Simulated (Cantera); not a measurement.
What does this Cantera script print?

```python
import numpy as np
import cantera as ct

gas = ct.Solution("gri30.yaml")
gas.TPX = 1450, 22000, {'CH4': 1, 'H2O': 3.4}
reactor = ct.IdealGasConstPressureReactor(gas, energy="off", clone=False)
net = ct.ReactorNet([reactor])
net.rtol, net.atol = 1e-08, 1e-18
show = ['CH4', 'H2O', 'O2', 'C2H4', 'C2H6', 'OH']
times = np.geomspace(0.0001, 60, 10)

steps = ct.SolutionArray(gas, extra=["t"])
rows = []
print(f"{'t/s':>10s}{'T/K':>9s}{'P/Pa':>11s}" + "".join(f"{s:>11s}" for s in show))
for t in times:
    while net.time < t:
        t_next = net.step()
        steps.append(gas.state, t=t_next)
    rows.append([np.interp(t, steps.t, y) for y in (steps.T, steps.P, *steps(*show).X.T)])
    print(f"{t:10.3e}{rows[-1][0]:9.1f}{rows[-1][1]:11.4g}" + "".join(f"{x:11.3e}" for x in rows[-1][2:]))
rate = np.gradient(steps.T, steps.t)
print("integrator steps:", len(steps.t))
if steps.T.max() > steps.T[0] + 200:
    print(f"time of steepest temperature rise: {steps.t[rate.argmax()]:.4e} s")
gas.TPX = 1450, 22000, {'CH4': 1, 'H2O': 3.4}
gas.equilibrate("TP")
print(f"equilibrium (TP): T = {gas.T:.1f} K  " + "  ".join(f"{s} {gas[s].X[0]:.3e}" for s in show))
```

Result:

```
       t/s      T/K       P/Pa        CH4        H2O         O2       C2H4       C2H6         OH
 1.000e-04   1450.0    2.2e+04  2.273e-01  7.727e-01  2.593e-19  4.453e-10  3.386e-09  2.082e-08
 4.385e-04   1450.0    2.2e+04  2.272e-01  7.727e-01  6.942e-17  3.858e-08  2.723e-07  8.325e-08
 1.923e-03   1450.0    2.2e+04  2.272e-01  7.727e-01  1.169e-14  2.241e-06  1.336e-05  2.598e-07
 8.434e-03   1450.0    2.2e+04  2.268e-01  7.726e-01  3.649e-13  4.687e-05  1.325e-04  4.554e-07
 3.699e-02   1450.0    2.2e+04  2.243e-01  7.719e-01  7.307e-12  6.790e-04  4.502e-04  7.323e-07
 1.622e-01   1450.0    2.2e+04  2.113e-01  7.646e-01  4.924e-11  2.442e-03  4.391e-04  7.535e-07
 7.114e-01   1450.0    2.2e+04  1.708e-01  7.362e-01  5.360e-11  1.560e-03  2.139e-04  6.485e-07
 3.120e+00   1450.0    2.2e+04  9.678e-02  6.726e-01  1.023e-11  1.226e-03  5.563e-05  5.679e-07
 1.368e+01   1450.0    2.2e+04  4.321e-02  5.586e-01  4.553e-12  1.480e-03  9.800e-06  4.681e-07
 6.000e+01   1450.0    2.2e+04  2.435e-02  4.284e-01  2.698e-12  6.847e-04  2.424e-06  3.123e-07
integrator steps: 1326
equilibrium (TP): T = 1450.0 K  CH4 1.775e-08  H2O 3.404e-01  O2 1.891e-12  C2H4 1.221e-15  C2H6 1.731e-18  OH 2.334e-07
```

Cantera simulation using GRI-Mech 3.0 (53 species, 325 reactions); the numbers are that mechanism's predictions, not measurements.
